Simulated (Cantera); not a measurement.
Input: 1 mol TiCl4, 0.37 mol C3H8, 14 mol H2, held at 0.100 bar.

Method: chemical equilibrium by Gibbs-energy minimisation in Cantera with the NASA 1993 tables (ideal gas, pure condensed phases). Candidate condensed phases: C, C6H6, C7H8, C8H18, Ti, TiC, TiCl2, TiCl3, TiCl4; 96 gas species. TiC: taken at fixed stoichiometry. The numbers say what is thermodynamically allowed, not how fast it happens.

Over these rows the condensed part is C(graphite) + TiC(s). Partial pressures as log10 of bar:

```csv
T (K),1000/T (1/K),log p TiCl4,log p H2,log p HCl
1348,0.7418,-3.67,-1.11,-1.67
1448,0.6906,-4.14,-1.11,-1.66
1548,0.6460,-4.57,-1.11,-1.65
1648,0.6068,?,-1.11,-1.65
1748,0.5721,-5.30,-1.11,-1.65
1848,0.5411,-5.61,-1.11,-1.65
```

### Question
Fit log p(TiCl4) = a + b·(1000/T) to the five rows, give the apparent enthalpy, and predict the row at 1648 K.

### Answer
Means: 1000/T = 0.6383, log p = -4.658. Sxy = 0.265062, Sxx = 0.0273371, so b = 9.70 and a = -4.658 − (9.70)×0.6383 = -10.85.
Apparent enthalpy: −19.145 × (9.70) = -186 kJ/mol. With the condensed phases at unit activity, TiC(s) + 4 HCl(g) = TiCl4(g) + C(graphite) + 2 H2(g) links this pressure to the main gases: over the six rows their terms move log p by +0.08 in all, so the slope is close to that reaction's ΔH°. The five rows lie within 0.02 of the line.
Prediction at 1648 K: -10.85 + (9.70)×0.6068 = -4.96. The computed value is -4.95, 0.01 from the line.
